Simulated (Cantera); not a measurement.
A freely propagating, adiabatic, planar premixed flame of CH4 : CO : O2 : N2 = 1 : 0.12 : 2.64 : 9.93 (molar parts), equivalence ratio 0.78, unburnt at 423 K and 0.247 atm; mixture-averaged transport, grid criteria slope 0.08 and curve 0.16, no radiation.

Computed with Cantera and GRI-Mech 3.0 (53 species, 325 reactions). Burning velocities carry a grid error of a few per cent, more on coarse grids.

### Question
What does this change do: CH4 1 to 0.79 parts?

### Answer
```csv
quantity,before,after
laminar burning velocity,77.8 cm/s,52.1 cm/s
thermal thickness,1.38 mm,1.75 mm
peak x(CH2),2.29e-5,8.93e-6
peak x(HO2),0.000137,0.000118
```
